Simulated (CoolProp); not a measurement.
Hydrogen chloride at several states: fugacity coefficient from the reference equation and from simpler models built on Tc = 324.7 K, pc = 8.314 MPa, ω = 0.130; each cubic takes its own stable root.

Values from CoolProp's reference Helmholtz-energy equation of state, Thol 2018.

```tsv
T (K)	p (MPa)	phase	reference
416.2	0.48	gas	0.9900
551.9	4.01	gas	0.9693
292.8	12.4	liquid	0.2895
201.5	0.0234	gas	0.9948
```

**Question.** How far does each simpler model (van der Waals, Soave-Redlich-Kwong, Peng-Robinson) lie from the reference over these 4 states: mean and median of the absolute difference, and the worst?

**Answer.** 
- van der Waals: mean 9.6 %, median 0.3 %, worst +37.5 % at 292.8 K and 12.4 MPa
- Soave-Redlich-Kwong: mean 2.3 %, median 0.7 %, worst +7.8 % at 292.8 K and 12.4 MPa
- Peng-Robinson: mean 0.8 %, median 0.2 %, worst +3.0 % at 292.8 K and 12.4 MPa
